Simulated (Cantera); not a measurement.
Input (Python, Cantera):

```python
import numpy as np
import cantera as ct

gas = ct.Solution("gri30.yaml")
gas.TPX = 1725, 150000, {'CH4': 1, 'CO2': 2.8, 'H2': 0.12}
reactor = ct.IdealGasConstPressureReactor(gas, energy="off", clone=False)
net = ct.ReactorNet([reactor])
net.rtol, net.atol = 1e-08, 1e-18
show = ['CH4', 'CO2', 'H2', 'C2H4', 'O', 'C2H6']
times = np.geomspace(1e-05, 10, 11)

steps = ct.SolutionArray(gas, extra=["t"])
rows = []
print(f"{'t/s':>10s}{'T/K':>9s}{'P/Pa':>11s}" + "".join(f"{s:>11s}" for s in show))
for t in times:
    while net.time < t:
        t_next = net.step()
        steps.append(gas.state, t=t_next)
    rows.append([np.interp(t, steps.t, y) for y in (steps.T, steps.P, *steps(*show).X.T)])
    print(f"{t:10.3e}{rows[-1][0]:9.1f}{rows[-1][1]:11.4g}" + "".join(f"{x:11.3e}" for x in rows[-1][2:]))
rate = np.gradient(steps.T, steps.t)
print("integrator steps:", len(steps.t))
if steps.T.max() > steps.T[0] + 200:
    print(f"time of steepest temperature rise: {steps.t[rate.argmax()]:.4e} s")
gas.TPX = 1725, 150000, {'CH4': 1, 'CO2': 2.8, 'H2': 0.12}
gas.equilibrate("TP")
print(f"equilibrium (TP): T = {gas.T:.1f} K  " + "  ".join(f"{s} {gas[s].X[0]:.3e}" for s in show))
```

Output:

```
       t/s      T/K       P/Pa        CH4        CO2         H2       C2H4          O       C2H6
 1.000e-05   1725.0    1.5e+05  2.549e-01  7.142e-01  3.070e-02  7.258e-07  8.500e-12  2.078e-06
 3.981e-05   1725.0    1.5e+05  2.542e-01  7.140e-01  3.099e-02  3.772e-05  2.054e-11  7.997e-05
 1.585e-04   1725.0    1.5e+05  2.504e-01  7.125e-01  3.309e-02  8.146e-04  6.094e-11  7.116e-04
 6.310e-04   1725.0    1.5e+05  2.284e-01  6.991e-01  5.003e-02  6.286e-03  1.392e-10  1.255e-03
 2.512e-03   1725.0    1.5e+05  1.662e-01  6.340e-01  9.884e-02  5.571e-03  1.744e-10  5.605e-04
 1.000e-02   1725.0    1.5e+05  7.389e-02  4.642e-01  1.053e-01  1.710e-03  2.682e-10  1.587e-04
 3.981e-02   1725.0    1.5e+05  1.583e-02  2.816e-01  8.370e-02  4.837e-04  5.106e-10  1.788e-05
 1.585e-01   1725.0    1.5e+05  9.919e-03  1.958e-01  1.302e-01  2.724e-04  5.993e-10  4.260e-06
 6.310e-01   1725.0    1.5e+05  3.703e-03  1.433e-01  1.750e-01  4.431e-05  8.426e-10  4.002e-07
 2.512e+00   1725.0    1.5e+05  4.578e-05  1.328e-01  1.867e-01  1.540e-08  9.146e-10  5.808e-11
 1.000e+01   1725.0    1.5e+05  1.655e-08  1.328e-01  1.868e-01  2.127e-14  9.338e-10  1.100e-17
integrator steps: 2136
equilibrium (TP): T = 1725.0 K  CH4 1.794e-08  CO2 1.328e-01  H2 1.868e-01  C2H4 2.303e-14  O 9.338e-10  C2H6 1.260e-17
```

Detailed kinetics in Cantera: GRI-Mech 3.0 (53 species, 325 reactions).
